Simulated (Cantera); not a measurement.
Feed: 1 mol CaO, 1.4 mol Cl₂, 1.1 mol N₂, held at 1150 K and 0.100 bar.

Equilibrium computed with Cantera from the NASA thermochemical tables; the gas is ideal and each condensed phase is pure. Candidate condensed phases: Ca, CaCl₂, CaO; 17 gas species. Condensed phases not in the tables: oxide chlorides. Equilibrium is a limit: real reactors are often held back by kinetics, nucleation or transport.

Base state: N₂ 0.549, O₂ 0.249, Cl₂ 0.198, Cl 0.00386, NO 0.000119, ClO 2.65e-5, CaCl₂ 2.09e-5 (mole fractions); condensed: CaCl₂(l).

What changes in the equilibrium state with this change: CaO replaced by MgO?


| species | before | after |
|---|---|---|
| Cl₂ | 0.198 | 0.528 |
| N₂ | 0.549 | 0.434 |
| MgCl₂ | 0 | 0.0215 |
| O₂ | 0.249 | 0.0108 |
| CaCl₂ | 2.09e-5 | 0 |
| NO | 0.000119 | 2.20e-5 |
| ClO | 2.65e-5 | 8.98e-6 |
| Cl | 0.00386 | 0.00630 |
| CaCl₂(l), mol | 1.000 | 0 |
| MgO(s), mol | 0 | 0.945 |
Further candidate phases: Mg, MgCl₂, MgO.
